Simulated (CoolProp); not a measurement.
Saturation properties of n-hexane.

Computed with CoolProp (reference Helmholtz-energy equation of state, Thol 2019).

```tsv
T (K)	p (MPa)	vapour density (kg/m³)	liquid viscosity (µPa s)	liquid conductivity (mW/(m K))
267.8	0.004505	0.1752	411	130
274.3	0.006422	0.2443	382	128
280.9	0.009022	0.3357	355	125
287.4	0.01238	0.4514	332	123
294	0.01679	0.5999	310	121
300.6	0.02240	0.7855	291	119
307.1	0.02934	1.011	273	117
313.7	0.03807	1.289	257	115
320.3	0.04877	1.625	242	113
```

It boils at 341.9 K under 1 atm.

Viscosity comes from a separate model (Michailidou 2013). Thermal conductivity comes from a separate model (Assael 2013).
